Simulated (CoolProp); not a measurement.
Water at several states: fugacity coefficient from the reference equation and from simpler models built on Tc = 647.1 K, pc = 22.06 MPa, ω = 0.344; each cubic takes its own stable root.

The numbers come from the reference Helmholtz-energy equation of state, Wagner 2002 in CoolProp.

```csv
T (K),p (MPa),phase,reference,van der Waals,Soave-Redlich-Kwong
831.2,64,supercritical,0.6773,0.6121,0.7199
300.2,0.289,liquid,0.01239,0.9779,0.009308
527,6.3,liquid,0.5804,0.8622,0.6089
785.4,91,supercritical,0.5050,0.4957,0.5769
690.9,0.129,gas,0.9985,0.9985,0.9984
748.2,15.3,gas,0.8699,0.8584,0.8686
```

At some of these states van der Waals gives the other phase, because its saturation line lies elsewhere.
